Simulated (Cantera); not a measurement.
A closed system holds: 1 mol Ti(OiPr)4, 79 mol H2, held at 41000 Pa.

These are equilibrium values from Cantera (NASA tables, ideal gas, pure condensed phases), not measurements of a reactor. Candidate condensed phases: C, C6H6, C7H8, C8H18, H2O, Ti, TiC, TiO, TiO2, Ti2O3, Ti3O5, Ti4O7; 113 gas species. The feed counts by its element totals alone. TiC: taken at fixed stoichiometry. Equilibrium is a limit: real reactors are often held back by kinetics, nucleation or transport.

x: gas mole fraction; n: condensed amount in mol.

```tsv
T (°C)	x H2	x CO	x H	x C2H2 (acetylene)	x CH4	x CH3	n C(graphite)	n TiC(s)
1575	0.957	0.0412	0.000810	0.000247	0.000248	4.22e-6	6.93	1.00
1625	0.957	0.0412	(withheld)	(withheld)	(withheld)	(withheld)	6.91	1.00
1675	0.956	0.0412	0.00173	0.000515	0.000183	6.60e-6	6.88	1.00
1725	0.955	0.0412	0.00245	0.000724	0.000160	8.10e-6	6.84	1.00
1775	0.954	0.0412	0.00342	0.00100	0.000140	9.85e-6	6.79	1.00
1825	0.953	0.0411	0.00469	0.00136	0.000123	1.18e-5	6.72	1.000
1875	0.951	0.0411	0.00635	0.00182	0.000109	1.41e-5	6.63	1.000
1925	0.948	0.0411	(withheld)	(withheld)	(withheld)	(withheld)	6.52	1.000
1975	0.945	0.0410	0.0112	0.00313	8.69e-5	1.95e-5	6.38	1.000
```

**Question.** Some entries are withheld; supply them.

**Answer.** 
- 1625, x H: 0.00119
- 1625, x C2H2 (acetylene): 0.000360
- 1625, x CH4: 0.000212
- 1625, x CH3: 5.31e-6
- 1925, x H: 0.00847
- 1925, x C2H2 (acetylene): 0.00240
- 1925, x CH4: 9.73e-5
- 1925, x CH3: 1.66e-5
